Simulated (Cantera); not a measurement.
A perfectly stirred reactor is fed with 1.79 % C2H6, 10.1 % O2, 82.0 % N2, 6.10 % CO2, equivalence ratio 0.62, at 2550 Torr; it is adiabatic with a 550 K inlet, and is followed from long to short residence time, starting on the burning branch (τ in s: 0.048, 0.018, 0.0068, 0.0026, 0.00097, 0.00037, 0.00014, 5.2e-05, 2e-05, 7.4e-06).

Computed with Cantera and GRI-Mech 3.0 (53 species, 325 reactions).

Q: Predict: blow-out, bracketed by the residence times tried; x(C2H6) at τ = 48.0 ms; x(O2) at τ = 48.0 ms; x(CO2) at τ = 48.0 ms; x(H2O) at τ = 48.0 ms; x(HO2) at τ = 48.0 ms; x(C2H6) at τ = 0.370 ms; x(O2) at τ = 0.370 ms; x(CO2) at τ = 0.370 ms.

A: 
| Property | Value |
|---|---|
| blow-out, bracketed by the residence times tried | burning at 48.0 ms, out at 18.0 ms |
| x(C2H6) at τ = 48.0 ms | 4.82e-5 |
| x(O2) at τ = 48.0 ms | 0.0405 |
| x(CO2) at τ = 48.0 ms | 0.0920 |
| x(H2O) at τ = 48.0 ms | 0.0526 |
| x(HO2) at τ = 48.0 ms | 2.85e-5 |
| x(C2H6) at τ = 0.370 ms | 0.0179 |
| x(O2) at τ = 0.370 ms | 0.101 |
| x(CO2) at τ = 0.370 ms | 0.0610 |
